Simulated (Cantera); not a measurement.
A closed system holds: 1 mol Si, 0.69 mol HCl, 8.8 mol H2, equilibrated at 0.190 bar.

Method: chemical equilibrium by Gibbs-energy minimisation in Cantera with the NASA 1993 tables (ideal gas, pure condensed phases). Candidate condensed phases: Si; 19 gas species. The tables' values for SiCl3 are old estimates; treat these amounts as uncertain. Equilibrium is a limit: real reactors are often held back by kinetics, nucleation or transport. All values below are at 900 °C.

Base state: H2 0.956, HCl 0.0303, SiCl4 0.00559, SiHCl3 0.00411, SiCl2 0.00218, SiCl3 0.00111, SiH2Cl2 0.000387 (mole fractions); condensed: Si(s).

### Question
What changes in the equilibrium state with this change: Si replaced by SiCl4?

### Answer
| species | before | after |
|---|---|---|
| H2 | 0.956 | 0.814 |
| HCl | 0.0303 | 0.0911 |
| SiCl4 | 0.00559 | 0.0723 |
| SiHCl3 | 0.00411 | 0.0151 |
| SiCl3 | 0.00111 | 0.00442 |
| SiCl2 | 0.00218 | 0.00266 |
| SiH2Cl2 | 0.000387 | 0.000402 |
| Si(s), mol | 0.874 | 0 |
